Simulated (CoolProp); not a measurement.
The numbers come from the reference Helmholtz-energy equation of state, Polt 1992 in CoolProp. This equation is an older, rougher fit.

### Question
For cyclopropane, give the phase and the density (kg/m³), cp (kJ/(kg K)), isothermal compressibility (1/MPa), expansivity (1/kK) at 161.35 °C and 32 bar; 167.75 °C and 32 bar; 174.15 °C and 32 bar.

### Answer
- 161.35 °C and 32 bar: gas; density 44.6, cp 2.32, isothermal compressibility 0.381, expansivity 3.97
- 167.75 °C and 32 bar: gas; density 43.6, cp 2.32, isothermal compressibility 0.376, expansivity 3.78
- 174.15 °C and 32 bar: gas; density 42.5, cp 2.33, isothermal compressibility 0.371, expansivity 3.60
